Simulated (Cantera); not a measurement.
A closed system holds: 1 mol HMDSO, 0.63 mol CO2, 82 mol H2, equilibrated at 898 K and 4.70 mbar.

Method: chemical equilibrium by Gibbs-energy minimisation in Cantera with the NASA 1993 tables (ideal gas, pure condensed phases). Candidate condensed phases: C, C6H6, C7H8, C8H18, H2O, Si, SiC, SiO2; 123 gas species. The feed counts by its element totals alone. Equilibrium is a limit: real reactors are often held back by kinetics, nucleation or transport.

Base state: H2 0.998, CH4 0.00150 (mole fractions); condensed: C(graphite) + SiC(s) + SiO2(β-quartz).

**Question.** What changes in the equilibrium state with this change: temperature from 898 K to 1748.15 K?

**Answer.** 
| species | before | after |
|---|---|---|
| H2 | 0.998 | 0.972 |
| CO | 4.14e-7 | 0.0241 |
| H | 1.60e-9 | 0.00329 |
| SiO | <1e-9 | 0.000115 |
| C2H2 (acetylene) | <1e-9 | 0.000110 |
| CH4 | 0.00150 | 4.08e-6 |
| C(graphite), mol | 5.62 | 2.37 |
| SiC(s), mol | 0.870 | 1.99 |
| SiO2(β-quartz), mol | 1.13 | 0 |

**Question.** What changes in the equilibrium state with this change: temperature from 898 K to 1348.15 K?

**Answer.** 
```
species               before    after
-------------------  -------  -------
H2                     0.998    0.976
CO                   4.14e-7   0.0242
H                    1.60e-9  3.34e-5
CH4                  0.00150  2.61e-5
SiO                    <1e-9  2.33e-5
C(graphite), mol        5.62     2.37
SiC(s), mol            0.870     2.00
SiO2(β-quartz), mol     1.13        0
```

**Question.** What changes in the equilibrium state with this change: pressure from 4.70 mbar to 8.40 Pa?

**Answer.** 
```
species               before    after
-------------------  -------  -------
H2                     0.998    1.000
CH4                  0.00150  2.69e-5
CO                   4.14e-7  2.32e-5
C(graphite), mol        5.62     5.75
SiC(s), mol            0.870    0.871
SiO2(β-quartz), mol     1.13     1.13
```
